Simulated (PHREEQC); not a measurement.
Make-up at 85 °C: 0.072 mol/kgw MgSO4, 0.03 mol/kgw K2SO4 and 1.22e-05 mol/kgw H4SiO4. Closed to the air; pH follows from the charge balance.

All values are PHREEQC results (Pitzer model, pitzer.dat), not measurements.

Task: The ionic strength comes out as 0.378 mol/kgw. What activity coefficients do K+, MgOH+, Mg+2, OH-, SO4-2 get?

Result: K+ 0.67, MgOH+ 0.59, Mg+2 0.13, OH- 0.54, SO4-2 0.12. Single-ion values are on the MacInnes scale.

No solid was allowed to form. At this temperature some constants are extrapolated from 25 °C, and those without enthalpy data are left unchanged.
